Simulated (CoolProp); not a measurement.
Vapour-liquid equilibrium of carbon dioxide (1) + ethane (2) at 11 bar; x and y are mole fractions of (1).

The numbers come from the multi-fluid Helmholtz-energy mixture model, Span 1996 and Bücker 2006; pair parameters Kunz 2012 in CoolProp.

| x | bubble temperature, mixture model (K) | bubble temperature, Raoult's law (K) | y, mixture model | y, Raoult's law |
|---|---|---|---|---|
| 0.05 | 240.9 | 243.7 | 0.122 | 0.066 |
| 0.15 | 236.1 | 242.6 | 0.298 | 0.191 |
| 0.25 | 233.0 | 241.6 | 0.414 | 0.308 |
| 0.35 | 231.1 | 240.6 | 0.494 | 0.417 |
| 0.45 | 230.1 | 239.8 | 0.552 | 0.520 |
| 0.55 | 229.6 | 238.9 | 0.599 | 0.618 |
| 0.65 | 229.4 | 238.1 | 0.640 | 0.710 |
| 0.75 | 229.7 | 237.4 | 0.687 | 0.798 |
| 0.85 | 230.6 | 236.7 | 0.755 | 0.881 |
| 0.95 | 233.2 | 236.0 | 0.884 | 0.961 |

The largest gap from Raoult's law is -9.7 K in bubble temperature, at x = 0.45. y crosses x between x = 0.55 and 0.65: the model has an azeotrope there.

The pair parameters rest on a limited set of measurements; away from them the model extrapolates.
